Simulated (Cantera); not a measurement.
An isothermal, constant-pressure homogeneous reactor starts with C₂H₆ : N₂ = 1 : 4 (molar parts), at 1550 K and 66.0 Pa.

Detailed kinetics in Cantera: GRI-Mech 3.0 (53 species, 325 reactions). GRI-Mech 3.0 stops at C3 and has no aromatics, soot or wall deposition, so with more carbon than oxygen in the feed, carbon stays in small species such as C2H2 where larger ones or solid carbon would form. Radical loss at walls, strong at low pressure, is not modelled.

x: mole fraction; the columns are a selection and need not sum to one.

```
t (s)      x C₂H₆     x H₂     x CH₂    x C₂H₄     x CH₄
--------  -------  -------  --------  --------  --------
4.00e-5     0.200  1.09e-8  6.86e-11   5.57e-9   3.13e-7
0.000112    0.200  9.72e-8         …   1.05e-7   2.43e-6
0.000312    0.199  1.70e-6         …   2.15e-6   1.88e-5
0.000871    0.197  4.60e-5         …   4.69e-5  0.000144
0.00243     0.190  0.00111         …   0.00107   0.00104
0.00679     0.159   0.0137         …    0.0147   0.00690
0.0190     0.0627   0.0645         …    0.0654    0.0374
0.0529    0.00201    0.137         …    0.0632    0.0718
0.148     6.99e-5    0.177         …    0.0317    0.0680
0.413     1.71e-5    0.197         …    0.0141    0.0639
1.15      7.15e-6    0.209         …   0.00416    0.0602
3.22      4.76e-6    0.217         …  0.000843    0.0552
8.98      3.40e-6    0.230         …  0.000466    0.0454
25.1      1.63e-6    0.250         …  0.000204    0.0291
70.0      4.04e-7    0.271         …   4.76e-5    0.0121
```

What belongs in the gaps?


- 0.000112, x CH₂: 1.63e-9
- 0.000312, x CH₂: 3.56e-8
- 0.000871, x CH₂: 6.50e-7
- 0.00243, x CH₂: 6.35e-6
- 0.00679, x CH₂: 2.33e-5
- 0.0190, x CH₂: 4.50e-5
- 0.0529, x CH₂: 2.29e-5
- 0.148, x CH₂: 4.10e-6
- 0.413, x CH₂: 1.06e-6
- 1.15, x CH₂: 4.34e-7
- 3.22, x CH₂: 3.09e-7
- 8.98, x CH₂: 2.78e-7
- 25.1, x CH₂: 2.26e-7
- 70.0, x CH₂: 1.65e-7
